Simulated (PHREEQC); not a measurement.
A solution holds 19 mmol/kgw HF and 22 mmol/kgw NH4HF2, at 20 °C. Closed to the air; pH follows from the charge balance.

Equilibrium calculation in PHREEQC: ion-association model, phreeqc.dat.

No solid was allowed to form.

Q: Order these F species by the share of F that they hold, largest first: F-, HF2-, HF.

A: HF (58 %), F- (33 %), HF2- (8.9 %)

The pH is 2.83 and the ionic strength 0.0237 mol/kgw.
